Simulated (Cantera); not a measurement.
A Cantera script and what it prints.

```python
import numpy as np
import cantera as ct

gas_names = [...]  # 87 gases of nasa_gas.yaml made of C, H, Si
cond_names = """
    C(gr) C6H6(L) C7H8(L) C8H18(L),n-octa Si(cr) Si(L) SiC(b)
""".split()


# ... load() reads the species with a 1 bar reference pressure and builds the phases ...
atoms = {
    'SiH4': {'Si': 1, 'H': 4},
    'C2H2': {'C': 2, 'H': 2},
    'H2': {'H': 2},
    'C2H4': {'C': 2, 'H': 4},
}
top_T = {'C(gr)': 4500, 'SiC(b)': 3050}  # K; cautious upper limits of use, not melting points


# ... equilibrate(T, P, feed) seeds the gas with the atoms and calls Mixture.equilibrate('TP', solver="vcs", rtol=1e-11, max_steps=5000) ...
results = []
feed = {'SiH4': 1, 'C2H2': 0.099, 'H2': 12, 'C2H4': 1.1}  # mol
T = 1948.15  # K
P = 100000  # Pa
mix = equilibrate(T, P, feed)
results.append((T, P, feed, dict(zip(mix.species_names, mix.species_moles))))
print(gas.report(threshold=1e-05))
for i in range(1, mix.n_phases):
    print(f"{mix.phase(i).name:16s} {mix.phase_moles(i):12.5e} mol")
```

It prints:

```
       temperature   1948.2 K
          pressure   1e+05 Pa
           density   0.012564 kg/m^3
  mean mol. weight   2.0351 kg/kmol
   phase of matter   gas

                          1 kg             1 kmol
                     ---------------   ---------------
          enthalpy        2.5357e+07        5.1603e+07  J
   internal energy        1.7398e+07        3.5405e+07  J
           entropy             92286        1.8781e+05  J/K
    Gibbs function       -1.5443e+08       -3.1427e+08  J
 heat capacity c_p             16738             34063  J/K
 heat capacity c_v             12652             25748  J/K

                      mass frac. Y      mole frac. X     chem. pot. / RT
                     ---------------   ---------------   ---------------
               CH3        8.1188e-05        1.0989e-05           -31.808
               CH4         0.0038387        0.00048694           -41.508
    C2H2,acetylene         0.0068879        0.00053834           -24.818
                 H        0.00055969           0.00113           -9.6996
                H2           0.98848           0.99782           -19.399
     [  +82 minor]        0.00015357        1.0673e-05

C(gr)             1.37225e+00 mol
Si(L)             0.00000e+00 mol
SiC(b)            9.99910e-01 mol
```

These are equilibrium values from Cantera (NASA tables, ideal gas, pure condensed phases), not measurements of a reactor.
